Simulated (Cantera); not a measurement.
Cantera run, input and output.

```python
import numpy as np
import cantera as ct

gas = ct.Solution("gri30.yaml")
gas.TPX = 1225, 1000000, {'CH4': 1, 'O2': 1.82, 'N2': 6.84}
reactor = ct.IdealGasReactor(gas, energy="on", clone=False)
net = ct.ReactorNet([reactor])
net.rtol, net.atol = 1e-08, 1e-16
show = ['CH4', 'O2', 'C2H4', 'H2', 'NO', 'C2H']
times = np.geomspace(1e-06, 9, 14)

steps = ct.SolutionArray(gas, extra=["t"])
rows = []
print(f"{'t/s':>10s}{'T/K':>9s}{'P/Pa':>11s}" + "".join(f"{s:>11s}" for s in show))
for t in times:
    while net.time < t:
        t_next = net.step()
        steps.append(gas.state, t=t_next)
    rows.append([np.interp(t, steps.t, y) for y in (steps.T, steps.P, *steps(*show).X.T)])
    print(f"{t:10.3e}{rows[-1][0]:9.1f}{rows[-1][1]:11.4g}" + "".join(f"{x:11.3e}" for x in rows[-1][2:]))
rate = np.gradient(steps.T, steps.t)
print("integrator steps:", len(steps.t))
if steps.T.max() > steps.T[0] + 200:
    print(f"time of steepest temperature rise: {steps.t[rate.argmax()]:.4e} s")
gas.TPX = 1225, 1000000, {'CH4': 1, 'O2': 1.82, 'N2': 6.84}
gas.equilibrate("UV")
print(f"equilibrium (UV): T = {gas.T:.1f} K  " + "  ".join(f"{s} {gas[s].X[0]:.3e}" for s in show))
```

Result:

```
       t/s      T/K       P/Pa        CH4         O2       C2H4         H2         NO        C2H
 1.000e-06   1225.0      1e+06  1.035e-01  1.884e-01  6.160e-16  5.535e-11  1.442e-21  3.807e-36
 3.427e-06   1225.0      1e+06  1.035e-01  1.884e-01  4.038e-14  2.644e-10  1.230e-20  3.132e-33
 1.175e-05   1225.0      1e+06  1.035e-01  1.884e-01  2.098e-12  1.812e-09  1.307e-19  2.522e-30
 4.026e-05   1225.0      1e+06  1.035e-01  1.884e-01  1.301e-10  2.165e-08  1.796e-18  3.649e-27
 1.380e-04   1225.0      1e+06  1.035e-01  1.884e-01  1.370e-08  4.823e-07  3.822e-17  1.854e-23
 4.728e-04   1225.5      1e+06  1.034e-01  1.883e-01  4.182e-07  6.524e-06  5.487e-16  1.253e-20
 1.621e-03   1229.5  1.004e+06  1.028e-01  1.879e-01  7.464e-06  7.521e-05  7.395e-15  4.321e-18
 5.554e-03   3031.9  2.581e+06  6.988e-13  7.263e-03  1.251e-19  1.962e-02  8.567e-03  7.176e-17
 1.903e-02   3031.9  2.581e+06  6.988e-13  7.263e-03  1.251e-19  1.962e-02  8.567e-03  7.176e-17
 6.523e-02   3031.9  2.581e+06  6.988e-13  7.263e-03  1.251e-19  1.962e-02  8.567e-03  7.176e-17
 2.236e-01   3031.9  2.581e+06  6.988e-13  7.263e-03  1.251e-19  1.962e-02  8.567e-03  7.176e-17
 7.662e-01   3031.9  2.581e+06  6.988e-13  7.263e-03  1.251e-19  1.962e-02  8.567e-03  7.176e-17
 2.626e+00   3031.9  2.581e+06  6.988e-13  7.263e-03  1.251e-19  1.962e-02  8.567e-03  7.176e-17
 9.000e+00   3031.9  2.581e+06  6.988e-13  7.263e-03  1.251e-19  1.962e-02  8.567e-03  7.176e-17
integrator steps: 2372
time of steepest temperature rise: 3.4816e-03 s
equilibrium (UV): T = 3031.9 K  CH4 8.479e-13  O2 7.263e-03  C2H4 1.344e-19  H2 1.962e-02  NO 8.567e-03  C2H 7.617e-17
```

Cantera simulation using GRI-Mech 3.0 (53 species, 325 reactions); the numbers are that mechanism's predictions, not measurements. Above 3000 K some thermodynamic fits are extrapolated.
